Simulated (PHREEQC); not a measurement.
# Ultrapure water in contact with air or piping

Synthetic water in mg/L, 25 °C, pH 6.65, pe 9.5: Na 0.221; K 0.0347; Ca 0.0393; Mg 0.0234; Cl 0.0595; S(6) as SO4 0.494; Alkalinity as HCO3 0.144; Cd 0.00595.

Valence states are taken as typed.

Computed with PHREEQC (ion-association model, phreeqc.dat).

No solid was allowed to form.

Question: Predict the charge-balance error.

Answer: charge-balance error 0.6 %.

Question: In which forms is C present?

Answer: HCO3- 67 %, CO2 33 % of the C.
